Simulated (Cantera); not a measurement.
An isothermal, constant-pressure homogeneous reactor starts with CH4 : H2 = 1 : 50 (molar parts), at 1773 K and 1.00 bar. Integrator tolerance rtol = 1e-08.

Computed with Cantera and GRI-Mech 3.0 (53 species, 325 reactions). GRI-Mech 3.0 stops at C3 and has no aromatics, soot or wall deposition, so with more carbon than oxygen in the feed, carbon stays in small species such as C2H2 where larger ones or solid carbon would form.

Question: What does this change do: pressure from 1.00 bar to 100.0 Torr?

Answer: 
```
quantity                                              before                                      after
-----------------  -----------------------------------------  -----------------------------------------
x(CH4) at 4.00 s     0.00565 (gas-phase equilibrium 0.00565)   0.00108 (gas-phase equilibrium 0.000887)
x(H2) at 4.00 s          0.987 (gas-phase equilibrium 0.987)        0.989 (gas-phase equilibrium 0.989)
x(C2H2) at 4.00 s    0.00664 (gas-phase equilibrium 0.00664)    0.00904 (gas-phase equilibrium 0.00914)
x(H) at 4.00 s     0.000285 (gas-phase equilibrium 0.000285)  0.000780 (gas-phase equilibrium 0.000780)
x(C2H6) at 4.00 s    2.72e-7 (gas-phase equilibrium 2.72e-7)    8.56e-9 (gas-phase equilibrium 6.67e-9)
x(CH3) at 4.00 s     3.29e-5 (gas-phase equilibrium 3.29e-5)    1.72e-5 (gas-phase equilibrium 1.41e-5)
```

Question: What does this change do: pressure from 1.00 bar to 20.0 Torr?

Answer: 
```csv
quantity,before,after
x(CH4) at 4.00 s,0.00565 (gas-phase equilibrium 0.00565),0.00103 (gas-phase equilibrium 0.000181)
x(H2) at 4.00 s,0.987 (gas-phase equilibrium 0.987),0.988 (gas-phase equilibrium 0.989)
x(C2H2) at 4.00 s,0.00664 (gas-phase equilibrium 0.00664),0.00908 (gas-phase equilibrium 0.00951)
x(H) at 4.00 s,0.000285 (gas-phase equilibrium 0.000285),0.00173 (gas-phase equilibrium 0.00174)
x(C2H6) at 4.00 s,2.72e-7 (gas-phase equilibrium 2.72e-7),5.84e-9 (gas-phase equilibrium 2.77e-10)
x(CH3) at 4.00 s,3.29e-5 (gas-phase equilibrium 3.29e-5),3.64e-5 (gas-phase equilibrium 6.44e-6)
```
Radical loss at walls, strong at low pressure, is not modelled.
